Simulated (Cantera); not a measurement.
A perfectly stirred reactor is fed with 3.45 % C2H6, 96.6 % H2, at 70000 Pa; it is held at 1075 K, and followed from long to short residence time.

Detailed kinetics in Cantera: GRI-Mech 3.0 (53 species, 325 reactions). GRI-Mech 3.0 stops at C3 and has no aromatics, soot or wall deposition, so with more carbon than oxygen in the feed, carbon stays in small species such as C2H2 where larger ones or solid carbon would form.

x: mole fraction; the columns are a selection and need not sum to one.

```csv
τ (s),x C2H6,x H2,x C2H2,x H,x CH3
1.6,0.0132,0.962,0.000156,4.79e-7,9.88e-8
0.46,?,0.965,?,5.18e-7,7.48e-8
0.13,0.0250,0.965,1.83e-5,5.50e-7,7.40e-8
0.040,?,0.965,?,5.51e-7,7.51e-8
0.012,0.0332,0.966,2.41e-7,4.97e-7,6.41e-8
0.0034,0.0342,0.966,9.37e-9,3.35e-7,3.45e-8
0.0010,0.0345,0.966,1.41e-10,1.38e-7,1.35e-8
0.00029,0.0345,0.966,1.22e-12,4.26e-8,9.57e-9
```

Question: What belongs in the gaps?

Answer: 
- 0.46, x C2H6: 0.0181
- 0.46, x C2H2: 7.49e-5
- 0.040, x C2H6: 0.0304
- 0.040, x C2H2: 2.74e-6
